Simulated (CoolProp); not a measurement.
A closed Brayton cycle with dry air: compressor inlet 305.15 K and 1.3 MPa, high pressure 3.49 MPa, turbine inlet 840 K, compressor efficiency 0.89, turbine efficiency 0.93, recuperator effectiveness 0.9 (on enthalpy, no pinch check). Each further row changes one setting.

Computed with CoolProp (reference Helmholtz-energy equation of state, Lemmon 2000). It is a pseudo-pure fit of the blend.

```csv
case,thermal efficiency (%),net work (kJ/kg),compressor to turbine work,compressor exit (K),turbine exit (K)
as stated,37.5,84.0,0.57,417.2,660.3
turbine inlet 790 K,34.7,72.0,0.61,417.2,619.5
compressor inlet 315.15 K,36.1,80.2,0.59,430.7,660.3
high pressure 2.97 MPa,38.0,75.9,0.55,396.7,687.0
recuperator effectiveness 0.5,25.8,84.0,0.57,417.2,660.3
```
